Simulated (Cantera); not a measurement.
# Silicon carbide growth: SiH₄ + CH₄ + H₂

Charge: 1 mol SiH₄, 0.098 mol CH₄, 4 mol H₂, at 120 Torr.

These are equilibrium values from Cantera (NASA tables, ideal gas, pure condensed phases), not measurements of a reactor. Candidate condensed phases: C, C₆H₆, C₇H₈, C₈H₁₈, Si, SiC; 87 gas species. Mutual solubility and eutectic melting of coexisting phases are not modelled. Gases not in the tables: Si₂H₆ and higher silanes. The numbers say what is thermodynamically allowed, not how fast it happens.

```tsv
T (K)	log p H₂	log p H	log p Si	log p SiH₂	log p SiH	log p CH₄	n Si(s)	n SiC(s)	n Si(l)
998	-0.80	-9.07	<-12	-10.85	<-12	-6.02	0.902	0.0980	0
1148	-0.80	-7.54	-12.74	-9.20	-11.81	-6.13	0.902	0.0980	0
1298	-0.80	-6.37	-10.39	-7.93	-9.87	-6.22	0.902	0.0980	0
1448	-0.80	-5.43	-8.53	-6.92	-8.33	-6.30	0.902	0.0980	0
1598	-0.80	-4.67	-7.03	-6.11	-7.09	-6.36	0.902	0.0980	0
1748	-0.80	-4.04	-5.84	-5.48	-6.11	-6.35	0	0.0980	0.902
1898	-0.80	-3.51	-4.91	-5.04	-5.37	-6.27	0	0.0980	0.901
```
log p: log10 of the partial pressure in bar; n: condensed amount in mol.

From 998 K to 1598 K the condensed part is Si(s) + SiC(s). From 1748 K to 1898 K the condensed part is Si(l) + SiC(s). The main Si-bearing gas is SiH₄ at 998 K and Si at 1898 K.
